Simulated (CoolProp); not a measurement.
Properties of propylene along the isotherm 108.55 °C.

The numbers come from the reference Helmholtz-energy equation of state, Lemmon 2013 in CoolProp.

| p (bar) | phase | Z | expansivity (1/kK) | viscosity (µPa s) | conductivity (mW/(m K)) | fugacity coefficient |
|---|---|---|---|---|---|---|
| 35 | gas | 0.7267 | 7.217 | ___ | 34.6 | 0.7810 |
| 70.1 | supercritical | 0.3022 | 20.38 | 38.8 | 74.2 | 0.5609 |
| 105 | supercritical | 0.3664 | 6.800 | ___ | 84.3 | 0.4273 |
| 140 | supercritical | 0.4526 | 4.624 | ___ | 90.8 | 0.3603 |
| 175 | supercritical | 0.5393 | 3.673 | 66.6 | 95.7 | 0.3218 |
| 210 | supercritical | 0.6249 | 3.121 | 71.6 | 99.9 | 0.2982 |
| 245 | supercritical | 0.7091 | 2.753 | 76.0 | 104 | 0.2832 |
| 280 | supercritical | 0.7920 | 2.487 | 80.0 | 107 | 0.2739 |
| 315 | supercritical | 0.8737 | ___ | 83.7 | 110 | 0.2685 |
| 350 | supercritical | 0.9542 | 2.121 | 87.3 | 113 | 0.2661 |
| 385 | supercritical | 1.034 | 1.988 | 90.6 | 115 | ___ |
| 420 | supercritical | ___ | 1.877 | 93.9 | ___ | ___ |
| 455 | supercritical | 1.190 | 1.783 | 97.0 | 120 | 0.2708 |

**Question.** Some entries are withheld; supply them.

**Answer.** 
- 35, viscosity (µPa s): 13.4
- 105, viscosity (µPa s): 53.1
- 140, viscosity (µPa s): 60.8
- 315, expansivity (1/kK): 2.283
- 385, fugacity coefficient: 0.2659
- 420, Z: 1.112
- 420, conductivity (mW/(m K)): 118
- 420, fugacity coefficient: 0.2676

Viscosity comes from a separate model (Huber 2003), an estimate that may be off by 10 % or more. Thermal conductivity comes from a separate model (Huber 2003), an estimate that may be off by 10 % or more.
